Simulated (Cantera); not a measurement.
Feed: 1 mol borazine, 12 mol N2, at 725 °C and 9600 Pa.

Equilibrium computed with Cantera from the NASA thermochemical tables; the gas is ideal and each condensed phase is pure. Candidate condensed phases: B, BN; 15 gas species. The feed counts by its element totals alone. Kinetics and transport are ignored.

Question: What is the equilibrium state?

Answer: 
```json
{
 "x(N2)": "0.800",
 "x(H2)": "0.200",
 "x(NH3)": "4.53e-6",
 "n(BN(s))": "3.00 mol",
 "gas_amount": "15.00 mol",
 "log10 activity of B(s) (absent)": "-7.96"
}
```
